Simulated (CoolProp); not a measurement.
Computed with CoolProp (reference Helmholtz-energy equation of state, Thol 2019).

Q: For decamethylcyclopentasiloxane (D5), give the phase and the speed of sound (m/s), fugacity coefficient at 599.5 K and 1.1 bar; 599.5 K and 5.11 bar.

A: 
- 599.5 K and 1.1 bar: gas; speed of sound 112, fugacity coefficient 0.959
- 599.5 K and 5.11 bar: gas; speed of sound 89.0, fugacity coefficient 0.814
